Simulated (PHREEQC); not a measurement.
PHREEQC input (ion-association model, wateq4f.dat):

```
SOLUTION_MASTER_SPECIES
  An  An-  0  An  62.0  # stands for a non-complexing anion
SOLUTION_SPECIES
  An- = An-
    -log_k 0
    -gamma 3.0 0
PHASES
  Fix_H+
    H+ = H+
    -log_k 0
SOLUTION 1
  temp 25
  units mmol/kgw
  pH 7 charge
  Cl 0.12
  Ca 0.06
  Na 10
  An 10
END
SELECTED_OUTPUT 1
  -reset false
  -pH true
  -pe true
  -ionic_strength true
  -water true
  -totals Ca Cl Na
  -molalities Hfo_wOH Hfo_wOH2+ Hfo_wO- Hfo_sOH Hfo_sOH2+ Hfo_sO- Hfo_sOHCa+2 Hfo_wOCa+
  -saturation_indices Portlandite Halite
USER_PUNCH 1
  -headings sigma psi
  10 PUNCH EDL("sigma", "Hfo"), EDL("psi", "Hfo")
PRINT
  -reset false
USE solution 1
SURFACE 1
  Hfo_wOH 0.000337079 600 0.15
  Hfo_sOH 8.42697e-06
EQUILIBRIUM_PHASES 1
  Fix_H+ -4 HAn 10
    -force_equality true
  O2(g) -0.68 10
END
# ... the last block is repeated for the other 12 points of pH, with NaOH or the acid as the point needs
```

Selected output (columns that matter, 13 of 13 rows; pH added in front):

```
pH	mu	Ca	Na	m_Hfo_wOH	m_Hfo_wOH2+	m_Hfo_wO-	m_Hfo_sOH	m_Hfo_sOH2+	m_Hfo_sO-	m_Hfo_sOHCa+2	si_Portlandite	si_Halite	sigma	psi
4	0.010391	6e-05	0.01	0.00013528	0.0001997	2.0994e-06	3.382e-06	4.9925e-06	5.2484e-08	7.2309e-12	-19.199	-7.5943	0.21715	0.18462
4.67	0.010271	6e-05	0.01	0.0001936	0.00013722	6.2572e-06	4.8399e-06	3.4305e-06	1.5643e-07	5.2298e-11	-17.858	-7.5938	0.14393	0.16383
5.33	0.010226	6e-05	0.01	0.00023051	9.3562e-05	1.301e-05	5.7624e-06	2.3389e-06	3.2523e-07	4.2692e-10	-16.537	-7.5936	0.088523	0.13911
6	0.010204	5.9995e-05	0.01	0.00024908	6.6687e-05	2.1312e-05	6.2237e-06	1.6663e-06	5.3253e-07	4.3904e-09	-15.197	-7.5935	0.049874	0.11017
6.67	0.010192	5.994e-05	0.01	0.00025616	5.2016e-05	2.8899e-05	6.3612e-06	1.2917e-06	7.1765e-07	5.6432e-08	-13.858	-7.5935	0.025525	0.077635
7.33	0.010183	5.9195e-05	0.01	0.00025834	4.3689e-05	3.4995e-05	5.8866e-06	9.9551e-07	7.9741e-07	7.4747e-07	-12.543	-7.5935	0.011197	0.043292
8	0.010174	5.4364e-05	0.01001	0.00025771	3.5092e-05	4.3356e-05	2.8482e-06	3.8784e-07	4.7917e-07	4.7117e-06	-11.24	-7.593	0.0021357	0.0092237
8.67	0.010169	4.1421e-05	0.010047	0.00024559	2.469e-05	5.5962e-05	5.151e-07	5.1785e-08	1.1737e-07	7.7427e-06	-10.018	-7.5914	-0.0053772	-0.022616
9.33	0.010164	1.3757e-05	0.010128	0.00020758	1.252e-05	7.8848e-05	2.1621e-07	1.304e-08	8.2125e-08	8.1156e-06	-9.1767	-7.5878	-0.012908	-0.048532
10	0.010245	1.3838e-06	0.010253	0.00018037	7.5551e-06	9.8644e-05	2.0385e-07	8.5389e-09	1.1149e-07	8.1031e-06	-8.8351	-7.5829	-0.026238	-0.078801
10.67	0.010666	1.0178e-07	0.010689	0.00016004	4.8788e-06	0.00012026	2.3887e-07	7.2819e-09	1.795e-07	8.0013e-06	-8.6335	-7.5664	-0.051097	-0.11027
11.33	0.012567	1.0805e-08	0.012611	0.00012602	2.3246e-06	0.0001565	2.9913e-07	5.5181e-09	3.7149e-07	7.7508e-06	-8.3087	-7.5014	-0.093062	-0.13641
12	0.021797	3.1047e-09	0.021873	6.5712e-05	4.5424e-07	0.00021778	3.6228e-07	2.5043e-09	1.2006e-06	6.8615e-06	-7.5925	-7.2884	-0.1626	-0.15083
```
